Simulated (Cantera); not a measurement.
## Moist CO burnout

An isothermal, constant-pressure homogeneous reactor starts with CO : O2 : H2O : N2 = 0.03 : 0.019 : 0.0054 : 1 (molar parts), equivalence ratio 0.79, at 1025 K and 90.0 Torr.

Computed with Cantera and GRI-Mech 3.0 (53 species, 325 reactions).

```
t (s)         x CO     x O2    x H2O     x NO    x H2O2      x H2
--------  --------  -------  -------  -------  --------  --------
0.000100    0.0285   0.0180  0.00512   <1e-12    <1e-12    <1e-12
0.000315    0.0285   0.0180  0.00512   <1e-12    <1e-12    <1e-12
0.000990    0.0285   0.0180  0.00512   <1e-12    <1e-12    <1e-12
0.00312     0.0285   0.0180  0.00512   <1e-12    <1e-12    <1e-12
0.00981     0.0285   0.0180  0.00512   <1e-12    <1e-12  2.00e-11
0.0309      0.0285   0.0180  0.00512   <1e-12    <1e-12   2.34e-9
0.0972      0.0224   0.0147  0.00457  1.24e-7   7.04e-9  0.000126
0.306      0.00121  0.00446  0.00503  1.22e-6   1.88e-8   7.80e-5
0.962     0.000109  0.00390  0.00518  1.23e-6   1.45e-8   7.40e-6
3.03       1.10e-5  0.00385  0.00519  1.22e-6   3.26e-9   6.78e-7
9.53       1.02e-6  0.00385  0.00519  1.21e-6  4.49e-10   6.49e-8
30.0       8.98e-8  0.00385  0.00520  1.22e-6  5.92e-11   7.12e-9
```
x: mole fraction; the columns are a selection and need not sum to one.

Equilibrium at this temperature and pressure: CO 1.89e-10, O2 0.00385, H2O 0.00520, NO 6.15e-6, H2O2 <1e-12, H2 4.40e-11 (gas phase only).
